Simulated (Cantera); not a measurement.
# Low-pressure radical oxidation in H2/O2

A perfectly stirred reactor is fed with 4.40 % H₂, 95.6 % O₂, at 0.0132 atm; it is held at 948 K, and followed from long to short residence time.

Model: the H2/O2 subset of GRI-Mech 3.0, which has no nitrogen chemistry, integrated in Cantera. Radical loss at walls, strong at low pressure, is not modelled. Below about 950 K walls govern HO2 and H2O2 in real vessels. The temperature is held fixed by assumption; the heat of reaction is taken as removed at once.

```json
[
 {"τ (s)": "7.0", "x H₂": "0.000212", "x O₂": "0.955", "x H₂O": "0.0447", "x H": "1.70e-5", "x O": "0.000300", "x H₂O₂": "6.71e-8"},
 {"τ (s)": "3.3", "x H₂": "0.000324", "x O₂": "0.954", "x H₂O": "0.0445", "x H": "3.59e-5", "x O": "0.000473", "x H₂O₂": "7.90e-8"},
 {"τ (s)": "1.5", "x H₂": "0.000503", "x O₂": "0.954", "x H₂O": "0.0443", "x H": "7.81e-5", "x O": "0.000753", "x H₂O₂": "9.42e-8"},
 {"τ (s)": "0.71", "x H₂": "0.000760", "x O₂": "0.954", "x H₂O": "0.0439", "x H": "0.000162", "x O": "0.00115", "x H₂O₂": "1.11e-7"},
 {"τ (s)": "0.33", "x H₂": "0.00116", "x O₂": "0.953", "x H₂O": "0.0433", "x H": "0.000339", "x O": "0.00175", "x H₂O₂": "1.32e-7"},
 {"τ (s)": "0.16", "x H₂": "0.00172", "x O₂": "0.952", "x H₂O": "0.0425", "x H": "0.000671", "x O": "0.00256", "x H₂O₂": "1.54e-7"},
 {"τ (s)": "0.073", "x H₂": "0.00265", "x O₂": "0.950", "x H₂O": "0.0410", "x H": "0.00136", "x O": "0.00375", "x H₂O₂": "1.79e-7"},
 {"τ (s)": "0.034", "x H₂": "0.00407", "x O₂": "0.948", "x H₂O": "0.0387", "x H": "0.00256", "x O": "0.00522", "x H₂O₂": "2.04e-7"},
 {"τ (s)": "0.016", "x H₂": "0.00626", "x O₂": "0.946", "x H₂O": "0.0353", "x H": "0.00437", "x O": "0.00678", "x H₂O₂": "2.26e-7"},
 {"τ (s)": "0.0074", "x H₂": "0.00987", "x O₂": "0.944", "x H₂O": "0.0303", "x H": "0.00647", "x O": "0.00797", "x H₂O₂": "2.48e-7"},
 {"τ (s)": "0.0035", "x H₂": "0.0156", "x O₂": "0.943", "x H₂O": "0.0238", "x H": "0.00756", "x O": "0.00798", "x H₂O₂": "2.62e-7"}
]
```
x: mole fraction; the columns are a selection and need not sum to one.
